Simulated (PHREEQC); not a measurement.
A column of 0.5 m (30 cells, dispersivity 0.04 m, 720 s a shift, diffusion coefficient 3e-10 m²/s) holds 0.0052 eq of the database's cation exchanger X per kg of pore water, first in equilibrium with 0.0032 mol KCl, 0.056 mol ZnSO4, 0.018 mol MnCl2 and 1e-05 mol HCl per kg of water. It is flushed with 0.0016 mol/kgw MnCl2, 0.0084 mol/kgw LiCl, 0.00085 mol/kgw NaCl and 1e-05 mol/kgw HCl, at 15 °C. Values are for the last cell. CO2 from the air is kept out. No solid was allowed to form.

Base run: PHREEQC, ion-association model, phreeqc.dat. Each further column changes one thing. The table gives Li in solution (mol/kgw).

```json
[
 {"pore volumes": "0", "base": "0", "exchange capacity from 0.0052 to 0.0026 eq/kgw": "0", "dispersivity from 0.04 to 0.08 m": "0"},
 {"pore volumes": "0.3167", "base": "1.12e-5", "exchange capacity from 0.0052 to 0.0026 eq/kgw": "1.17e-5", "dispersivity from 0.04 to 0.08 m": "0.000152"},
 {"pore volumes": "0.6167", "base": "0.00114", "exchange capacity from 0.0052 to 0.0026 eq/kgw": "0.00116", "dispersivity from 0.04 to 0.08 m": "0.00200"},
 {"pore volumes": "0.9167", "base": "0.00395", "exchange capacity from 0.0052 to 0.0026 eq/kgw": "0.00402", "dispersivity from 0.04 to 0.08 m": "0.00437"},
 {"pore volumes": "1.217", "base": "0.00616", "exchange capacity from 0.0052 to 0.0026 eq/kgw": "0.00626", "dispersivity from 0.04 to 0.08 m": "0.00605"},
 {"pore volumes": "1.517", "base": "0.00731", "exchange capacity from 0.0052 to 0.0026 eq/kgw": "0.00743", "dispersivity from 0.04 to 0.08 m": "0.00704"},
 {"pore volumes": "1.817", "base": "0.00783", "exchange capacity from 0.0052 to 0.0026 eq/kgw": "0.00794", "dispersivity from 0.04 to 0.08 m": "0.00759"},
 {"pore volumes": "2.117", "base": "0.00807", "exchange capacity from 0.0052 to 0.0026 eq/kgw": "0.00816", "dispersivity from 0.04 to 0.08 m": "0.00789"},
 {"pore volumes": "2.417", "base": "0.00820", "exchange capacity from 0.0052 to 0.0026 eq/kgw": "0.00827", "dispersivity from 0.04 to 0.08 m": "0.00806"},
 {"pore volumes": "2.717", "base": "0.00828", "exchange capacity from 0.0052 to 0.0026 eq/kgw": "0.00833", "dispersivity from 0.04 to 0.08 m": "0.00816"},
 {"pore volumes": "3.017", "base": "0.00833", "exchange capacity from 0.0052 to 0.0026 eq/kgw": "0.00836", "dispersivity from 0.04 to 0.08 m": "0.00823"}
]
```
